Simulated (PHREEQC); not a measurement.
Make-up at 25 °C: 2.5 mmol/kgw HF and 0.21 mmol/kgw NaF. Closed to the air; pH follows from the charge balance.

Equilibrium calculation in PHREEQC: ion-association model, phreeqc.dat.

This is a speciation only: nothing precipitates in the calculation.

### Question
Estimate the pH, ionic strength.

### Answer
pH 3.04; ionic strength 0.00117 mol/kgw.

### Question
In which forms is F present?

### Answer
HF 57 %, F- 43 %, HF2- 0.5 % of the F.
